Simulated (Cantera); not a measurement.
Input: 1 mol Fe(CO)5, 0.26 mol H2, 0.27 mol N2, at 775 K and 260000 Pa.

Method: chemical equilibrium by Gibbs-energy minimisation in Cantera with the NASA 1993 tables (ideal gas, pure condensed phases). Candidate condensed phases: C, C6H6, C7H8, C8H18, Fe, Fe(CO)5, FeO, Fe(OH)2, Fe(OH)3, Fe2O3, Fe3O4, H2O; 140 gas species. Equilibrium is a limit: real reactors are often held back by kinetics, nucleation or transport.

### Question
What is the equilibrium state?

### Answer
| Property | Result |
|---|---|
| x(CO2) | 0.736 |
| x(N2) | 0.117 |
| x(H2O) | 0.0873 |
| x(CO) | 0.0353 |
| x(H2) | 0.0211 |
| x(CH4) | 0.00237 |
| x(NH3) | 1.06e-5 |
| n(C(graphite)) | 3.22 mol |
| n(Fe3O4(s)) | 0.333 mol |
| gas amount | 2.298 mol |
| log10 activity of Fe(α) (absent) | -1.74 |
| log10 activity of Fe(OH)2(s) (absent) | -4.79 |
| log10 activity of Fe(OH)3(s) (absent) | -9.31 |
